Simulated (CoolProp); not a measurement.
Vapour-liquid equilibrium of n-butane (1) + benzene (2) at 82.75 °C; x and y are mole fractions of (1).

Model: multi-fluid Helmholtz-energy mixture model, Bücker 2006 and Thol 2012; pair parameters Bell 2016, in CoolProp.

| x | bubble pressure, mixture model (kPa) | bubble pressure, Raoult's law (kPa) | y, mixture model | y, Raoult's law |
|---|---|---|---|---|
| 0.05 | 166.2 | 158.1 | 0.359 | 0.339 |
| 0.125 | 251.5 | 230.4 | 0.598 | 0.582 |
| 0.2 | 335.8 | 302.6 | 0.716 | 0.709 |
| 0.275 | ___ | 374.9 | 0.786 | 0.787 |
| 0.35 | 494.4 | 447.1 | 0.831 | 0.840 |
| 0.425 | ___ | 519.4 | 0.864 | 0.878 |
| 0.5 | 635.1 | 591.6 | 0.888 | 0.907 |
| 0.575 | 699.6 | 663.9 | ___ | 0.930 |
| 0.65 | 761.7 | 736.1 | 0.925 | 0.948 |
| 0.725 | ___ | 808.4 | 0.941 | 0.963 |
| 0.8 | 885.2 | 880.6 | 0.956 | 0.975 |
| 0.875 | ___ | 952.9 | ___ | 0.986 |
| 0.95 | ___ | 1025 | 0.988 | 0.995 |

Q: Fill in the missing entries.

A: 
- 0.275, bubble pressure, mixture model (kPa): 417.2
- 0.425, bubble pressure, mixture model (kPa): 567.0
- 0.575, y, mixture model: 0.908
- 0.725, bubble pressure, mixture model (kPa): 822.9
- 0.875, bubble pressure, mixture model (kPa): 950.7
- 0.875, y, mixture model: 0.971
- 0.95, bubble pressure, mixture model (kPa): 1022

The largest gap from Raoult's law is +11.3 % in bubble pressure, at x = 0.275. No azeotrope shows between x = 0.05 and 0.95.

The pair parameters rest on a limited set of measurements; away from them the model extrapolates.
